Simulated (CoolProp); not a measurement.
R365MFC at several states: density (kg/m³) from the reference equation and from simpler models built on Tc = 460.0 K, pc = 3.266 MPa, ω = 0.377; each cubic takes its own stable root.

The numbers come from the reference Helmholtz-energy equation of state, Lemmon 2016 in CoolProp.

| T (K) | p (MPa) | phase | reference | van der Waals | Redlich-Kwong | Soave-Redlich-Kwong | Peng-Robinson |
|---|---|---|---|---|---|---|---|
| 321.7 | 0.518 | liquid | 1206 | 32.68 | … | 1114 | 1260 |
| 497.4 | 17.5 | supercritical | 878.5 | … | 838.0 | … | 902.5 |
| 303.6 | 0.0206 | gas | 1.221 | 1.214 | 1.217 | 1.218 | 1.219 |
| 314.9 | 0.0781 | gas | … | … | … | 4.545 | 4.550 |
| 298.1 | 1.57 | liquid | … | 761.5 | 1110 | 1167 | … |

Q: Complete the blanks.

A: 
- 321.7, Redlich-Kwong: 1049
- 497.4, van der Waals: 675.8
- 497.4, Soave-Redlich-Kwong: 816.7
- 314.9, reference: 4.572
- 314.9, van der Waals: 4.495
- 314.9, Redlich-Kwong: 4.525
- 298.1, reference: 1261
- 298.1, Peng-Robinson: 1317

At some of these states van der Waals gives the other phase, because its saturation line lies elsewhere.
